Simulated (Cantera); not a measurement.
## Thermodynamics of iron carbonyl, mercury and lead vapours, feed PbO + O₂ + H₂

A closed system holds: 1 mol PbO, 0.017 mol O₂, 2.5 mol H₂, equilibrated at 61000 Pa.

Equilibrium computed with Cantera from the NASA thermochemical tables; the gas is ideal and each condensed phase is pure. Candidate condensed phases: H₂O, Pb, PbO, PbO₂, Pb₃O₄; 12 gas species. The numbers say what is thermodynamically allowed, not how fast it happens.

| T (K) | x H₂ | x H₂O | n Pb(s) | n Pb(l) |
|---|---|---|---|---|
| 523 | 0.586 | 0.414 | 1.00 | 0 |
| 548 | 0.586 | 0.414 | 1.00 | 0 |
| 573 | 0.586 | 0.414 | 1.00 | 0 |
| 598 | 0.586 | 0.414 | 1.00 | 0 |
| 623 | 0.586 | 0.414 | 0 | 1.00 |
| 648 | 0.586 | 0.414 | 0 | 1.00 |
| 673 | 0.586 | 0.414 | 0 | 1.00 |
x: gas mole fraction; n: condensed amount in mol.

From 523 K to 598 K the condensed part is Pb(s). From 623 K to 673 K the condensed part is Pb(l).
